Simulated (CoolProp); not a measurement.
Vapour-liquid equilibrium of CHF3 (R23) (1) + R22 (2) at -97.35 °C; x and y are mole fractions of (1).

Model: multi-fluid Helmholtz-energy mixture model, Penoncello 2003 and Kamei 1995; pair parameters Bell 2016, in CoolProp.

Question: Give the bubble pressure and the first vapour's composition at x = 0.65, 0.8, 0.95. Is there an azeotrope?

Answer: x = 0.65: 0.02784 MPa, y = 0.960; x = 0.8: 0.03202 MPa, y = 0.977; x = 0.95: 0.03650 MPa, y = 0.994. No azeotrope shows between x = 0.05 and 0.95.

Pair parameters are fitted to limited data, so mixtures are less certain than the pure fluids.
